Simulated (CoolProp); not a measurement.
Vapour-liquid equilibrium of m-xylene (1) + n-undecane (2) at 1.17 MPa; x and y are mole fractions of (1).

Values from CoolProp's multi-fluid Helmholtz-energy mixture model, Zhou 2012 and Aleksandrov 2011; pair parameters Bell 2016.

Q: Give the bubble temperature and the first vapour's composition at x = 0.05, 0.2, 0.95. Is there an azeotrope?

A: x = 0.05: 597.5 K, y = 0.077; x = 0.2: 586.5 K, y = 0.296; x = 0.95: 536.9 K, y = 0.977. No azeotrope shows between x = 0.05 and 0.95.

The pair parameters rest on a limited set of measurements; away from them the model extrapolates.
